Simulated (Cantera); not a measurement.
A Cantera script and what it prints.

```python
import numpy as np
import cantera as ct

gas_names = """
    H HNO HNO2 HNO3 HO2 H2 H2O H2O2 N NH NH2 NH3 NH2OH NO NO2 NO3 N2 N2H2 N2H4 N2O O OH O2 O3 Si SiH
    SiH2 SiH3 SiH4 SiN SiO SiO2 Si2 Si2N Si3
""".split()
cond_names = """
    H2O(s) H2O(L) Si(cr) Si(L) SiO2(Lqz) SiO2(hqz) SiO2(L) Si2N2O(s) Si3N4(a)
""".split()


# ... load() reads the species with a 1 bar reference pressure and builds the phases ...
atoms = {
    'Si3N4': {'Si': 3, 'N': 4},
    'N2O': {'N': 2, 'O': 1},
    'H2': {'H': 2},
}
top_T = {'Si2N2O(s)': 2100, 'Si3N4(a)': 2400}  # K; cautious upper limits of use, not melting points


# ... equilibrate(T, P, feed) seeds the gas with the atoms and calls Mixture.equilibrate('TP', solver="vcs", rtol=1e-11, max_steps=5000) ...
results = []
feed = {'Si3N4': 1, 'N2O': 0.32, 'H2': 8}  # mol
T = 1000  # K
P = 4.6  # Pa
mix = equilibrate(T, P, feed)
results.append((T, P, feed, dict(zip(mix.species_names, mix.species_moles))))
print(gas.report(threshold=0.001))
for i in range(1, mix.n_phases):
    print(f"{mix.phase(i).name:16s} {mix.phase_moles(i):12.5e} mol")
```

Result:

```
       temperature   1000 K
          pressure   4.6 Pa
           density   1.8436e-06 kg/m^3
  mean mol. weight   3.3324 kg/kmol
   phase of matter   gas

                          1 kg             1 kmol
                     ---------------   ---------------
          enthalpy        6.2196e+06        2.0726e+07  J
   internal energy        3.7246e+06        1.2412e+07  J
           entropy             76244        2.5407e+05  J/K
    Gibbs function       -7.0025e+07       -2.3335e+08  J
 heat capacity c_p            9089.9             30291  J/K
 heat capacity c_v            6594.8             21976  J/K

                      mass frac. Y      mole frac. X     chem. pot. / RT
                     ---------------   ---------------   ---------------
                H2           0.57435           0.94937           -27.544
                N2           0.42565          0.050633           -37.832
     [  +33 minor]        1.2716e-07        3.3161e-07

Si(cr)            0.00000e+00 mol
SiO2(hqz)         0.00000e+00 mol
Si2N2O(s)         3.20000e-01 mol
Si3N4(a)          7.86667e-01 mol
```

These are equilibrium values from Cantera (NASA tables, ideal gas, pure condensed phases), not measurements of a reactor.
